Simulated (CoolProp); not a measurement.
Vapour pressure (kPa) of nitrous oxide: the reference equation beside estimates from Tc = 36.4 °C, pc = 7245 kPa, ω = 0.161. Clausius-Clapeyron is anchored at -34.35 °C with a constant enthalpy of vaporisation of 13.29 kJ/mol.

Model: reference Helmholtz-energy equation of state, Lemmon 2006, in CoolProp. It is a short technical equation, of lower accuracy than the large ones.

```json
[
 {"T (°C)": "-56.15", "reference": "505.7", "Clausius-Clapeyron": "582.4", "van der Waals": "1464", "Soave-Redlich-Kwong": "506.6", "Peng-Robinson": "505.4"},
 {"T (°C)": "-48.85", "reference": "?", "Clausius-Clapeyron": "740.2", "van der Waals": "1729", "Soave-Redlich-Kwong": "679.0", "Peng-Robinson": "675.3"},
 {"T (°C)": "-41.55", "reference": "888.3", "Clausius-Clapeyron": "926.6", "van der Waals": "2023", "Soave-Redlich-Kwong": "892.1", "Peng-Robinson": "885.1"},
 {"T (°C)": "-34.35", "reference": "1141", "Clausius-Clapeyron": "1141", "van der Waals": "2344", "Soave-Redlich-Kwong": "?", "Peng-Robinson": "1137"},
 {"T (°C)": "-27.05", "reference": "?", "Clausius-Clapeyron": "1392", "van der Waals": "2699", "Soave-Redlich-Kwong": "1458", "Peng-Robinson": "1442"},
 {"T (°C)": "-19.75", "reference": "1811", "Clausius-Clapeyron": "1678", "van der Waals": "3088", "Soave-Redlich-Kwong": "1827", "Peng-Robinson": "1806"},
 {"T (°C)": "-12.45", "reference": "2236", "Clausius-Clapeyron": "2002", "van der Waals": "3509", "Soave-Redlich-Kwong": "2259", "Peng-Robinson": "2233"},
 {"T (°C)": "-5.15", "reference": "2729", "Clausius-Clapeyron": "2366", "van der Waals": "3965", "Soave-Redlich-Kwong": "?", "Peng-Robinson": "2729"},
 {"T (°C)": "2.05", "reference": "?", "Clausius-Clapeyron": "2766", "van der Waals": "4449", "Soave-Redlich-Kwong": "3329", "Peng-Robinson": "3295"}
]
```

Fill in the missing entries.


- -48.85, reference: 677.0
- -34.35, Soave-Redlich-Kwong: 1148
- -27.05, reference: 1448
- -5.15, Soave-Redlich-Kwong: 2760
- 2.05, reference: 3289

Absolute difference from the reference over all 9 rows, mean and median: Clausius-Clapeyron 8.9 and 9.3 %, van der Waals 96.9 and 86.4 %, Soave-Redlich-Kwong 0.7 and 0.7 %, Peng-Robinson 0.2 and 0.3 %.
